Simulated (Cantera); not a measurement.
A closed system holds: 1 mol Si2Cl6, 1.7 mol HCl, 390 mol H2, at 950 K.

Cantera equilibrium calculation (NASA polynomials, part measured and part estimated; ideal gas, pure solids and liquids). Candidate condensed phases: Si; 19 gas species. The feed counts by its element totals alone. The tables' values for SiCl3 are old estimates; treat these amounts as uncertain. The numbers say what is thermodynamically allowed, not how fast it happens.

x: gas mole fraction; n: condensed amount in mol.

| P (Pa) | x H2 | x HCl | x SiHCl3 | x SiCl4 | x SiH2Cl2 | n Si(s) |
|---|---|---|---|---|---|---|
| 100 | 0.985 | 0.0137 | 0.000331 | 0.00100 | (withheld) | 1.32 |
| 350 | 0.987 | 0.0110 | 0.000611 | 0.00149 | (withheld) | 1.05 |
| 1300 | 0.988 | 0.00844 | 0.00101 | 0.00188 | (withheld) | 0.765 |
| 4500 | 0.990 | 0.00634 | 0.00148 | 0.00207 | (withheld) | 0.513 |
| 16000 | 0.991 | 0.00462 | 0.00203 | 0.00207 | (withheld) | 0.277 |
| 56000 | 0.992 | 0.00331 | 0.00261 | 0.00190 | (withheld) | 0.0615 |
| 200000 | 0.992 | 0.00298 | 0.00279 | 0.00183 | (withheld) | 0 |

Task: Fill in the missing entries.

Result: 
- 100, x SiH2Cl2: 1.11e-5
- 350, x SiH2Cl2: 2.54e-5
- 1300, x SiH2Cl2: 5.51e-5
- 4500, x SiH2Cl2: 0.000108
- 16000, x SiH2Cl2: 0.000203
- 56000, x SiH2Cl2: 0.000365
- 200000, x SiH2Cl2: 0.000433
